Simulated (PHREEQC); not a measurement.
Consider water at 76 °C with 3.4 mmol/kgw NH4HF2, 5.1 mmol/kgw H2SiF6 and 0.73 mmol/kgw H3BO3. Closed to the air; pH follows from the charge balance.

Computed with PHREEQC (ion-association model, wateq4f.dat).

```csv
quantity,before,after
pH,2.34,3.17
ionic strength (mol/kgw),0.0120,0.00104
HF (mol/kgw),0.0130,0.00266
F- (mol/kgw),0.000793,0.00101
BF4- (mol/kgw),0.000503,2.29e-6
H3BO3 (mol/kgw),0.000160,6.69e-5
```

Q: Name the change that produced these shifts.
A) H3BO3 from 0.00073 to 0.00365 mol/kgw
B) 0.00043 mol/kgw HF added
C) H2SiF6 from 0.0051 to 0.051 mol/kgw
D) NH4HF2 replaced by NaBF4 at the same molality
E) diluted 10-fold with water

A: E, diluted 10-fold with water

Precipitation was switched off in this run. Some of these states are supersaturated (in Quartz (slow to form), Chalcedony (slow to form), for instance). Constants without temperature data keep their 25 °C values here. SiF6-2 is the database's only silicon fluoride. Real BF4- forms and hydrolyses slowly; the run takes it at equilibrium.
